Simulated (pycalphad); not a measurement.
Computed with pycalphad from the COST 507 light-alloy database (1999), at 1 atm. The database dates from 1999; later assessments differ in places, in temperatures and in the compounds included. Phase fractions are per mole of atoms.

Task: Give the equilibrium state of Sn-51.72Si (at.%) at 347 °C.

Result: DIAMOND_A4, fraction 0.517, with >99.99 Si at.%; LIQUID, fraction 0.483, with <0.01 Si at.%.

Task: Give the equilibrium state of Sn-51.72Si (at.%) at 227 °C.

Result: 
```
T = 500.00 K, P = 101325 Pa, N = 1 mol of atoms
G = -18613 J/mol, H = 5103 J/mol, S = 47.43 J/(mol K)  (SER reference)
chemical potentials (J/mol): Sn -27180, Si -10615
phase             fraction      x(Sn)      x(Si)
DIAMOND_A4          0.5172   1.89e-07     1.0000
BCT_A5              0.4828     1.0000       none
```

DIAMOND_A4 is diamond (Si); BCT_A5 is bct (Sn). An entry "none" or "no" means that the model of the phase leaves that element out.
